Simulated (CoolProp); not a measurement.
The fluid at 472.83 K and 0.117 MPa is compressed adiabatically to 0.635 MPa with isentropic efficiency 0.75. The same conditions are run with several fluids, on thermodynamics alone (safety and materials aside).

The numbers come from the reference Helmholtz-energy equation of state of each fluid (n-nonane: Lemmon 2006; dry air: Lemmon 2000; o-xylene: Zhou 2012) in CoolProp. Blends and air are pseudo-pure fits.

Task: Rank n-nonane, dry air, o-xylene by work (kJ/kg), highest first.

Result: dry air (390), o-xylene (80.3), n-nonane (62.9)

| fluid | final temperature (K) | final phase | final density (kg/m³) |
|---|---|---|---|
| n-nonane | 509.9 | two-phase, vapour fraction 0.968 | 25.2 |
| dry air | 839.2 | gas | 2.63 |
| o-xylene | 522.1 | gas | 18.0 |
